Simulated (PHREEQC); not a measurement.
A solution holds 0.0053 mol/kgw MgCl2 and 6.7e-05 mol/kgw Na2HPO4, at 25 °C. Closed to the air; pH follows from the charge balance.

The numbers come from PHREEQC with the ion-association model, wateq4f.dat.

```yaml
pH: 7.70
ionic_strength: 0.0159 mol/kgw
total_alkalinity: 0.0670 meq/kg
```

```
species  molality  activity   log γ
-------  --------  --------  ------
Cl-        0.0106   0.00932  -0.056
Mg+2      0.00526   0.00327  -0.207
Na+      0.000134  0.000118  -0.054
MgHPO4    3.39e-5   3.40e-5   0.002
HPO4-2    2.29e-5   1.40e-5  -0.213
H2PO4-    5.15e-6   4.56e-6  -0.053
MgPO4-    4.49e-6   3.98e-6  -0.053
MgOH+     6.61e-7   5.88e-7  -0.051
OH-       5.65e-7   4.96e-7  -0.056
```

This is a speciation only: nothing precipitates in the calculation. H3PO4, which wateq4f.dat lacks, is added to it with the constant of phreeqc.dat.
